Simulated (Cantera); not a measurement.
## Adiabatic ignition

An adiabatic, constant-pressure homogeneous reactor starts with 12.8 % CH4, 18.3 % O2, 68.8 % N2, equivalence ratio 1.4, at 1673 K and 101000 Pa.

Cantera simulation using GRI-Mech 3.0 (53 species, 325 reactions); the numbers are that mechanism's predictions, not measurements.

```csv
t (s),T (K),x CH4,x O2,x C2H2,x C2H6,x OH,x CH2CO,x NO2
2.00e-6,1673,0.128,0.183,<1e-12,1.72e-10,1.12e-7,<1e-12,<1e-12
5.02e-6,1673,0.128,0.183,<1e-12,3.29e-9,1.54e-7,<1e-12,<1e-12
1.26e-5,1673,0.128,0.183,1.07e-11,6.25e-8,2.77e-7,1.11e-12,<1e-12
3.17e-5,1673,0.128,0.183,6.80e-10,1.35e-6,6.66e-7,1.57e-10,<1e-12
7.96e-5,1673,0.127,0.183,5.76e-8,3.49e-5,2.21e-6,3.57e-8,<1e-12
0.000200,1698,0.118,0.177,1.35e-5,0.000847,2.31e-5,2.09e-5,2.99e-12
0.000502,2789,<1e-12,0.00431,<1e-12,<1e-12,0.0166,<1e-12,7.04e-8
0.00126,2811,<1e-12,0.00360,<1e-12,<1e-12,0.0155,<1e-12,2.39e-7
0.00317,2807,<1e-12,0.00342,<1e-12,<1e-12,0.0151,<1e-12,3.50e-7
0.00796,2807,<1e-12,0.00340,<1e-12,<1e-12,0.0151,<1e-12,3.61e-7
0.0200,2807,<1e-12,0.00340,<1e-12,<1e-12,0.0151,<1e-12,3.61e-7
0.0502,2807,<1e-12,0.00340,<1e-12,<1e-12,0.0151,<1e-12,3.61e-7
0.126,2807,<1e-12,0.00340,<1e-12,<1e-12,0.0151,<1e-12,3.61e-7
0.317,2807,<1e-12,0.00340,<1e-12,<1e-12,0.0151,<1e-12,3.61e-7
0.796,2807,<1e-12,0.00340,<1e-12,<1e-12,0.0151,<1e-12,3.61e-7
2.00,2807,<1e-12,0.00340,<1e-12,<1e-12,0.0151,<1e-12,3.61e-7
```
x: mole fraction; the columns are a selection and need not sum to one.

```json
{
  "time_of_steepest_temperature_rise": "0.284 ms",
  "temperature at 2.00 s": "2807 K",
  "equilibrium_temperature": "2807 K",
  "x(CH4) at 2.00 s": "<1e-12 (gas-phase equilibrium <1e-12)",
  "x(O2) at 2.00 s": "0.00340 (gas-phase equilibrium 0.00340)",
  "x(C2H2) at 2.00 s": "<1e-12 (gas-phase equilibrium <1e-12)"
}
```
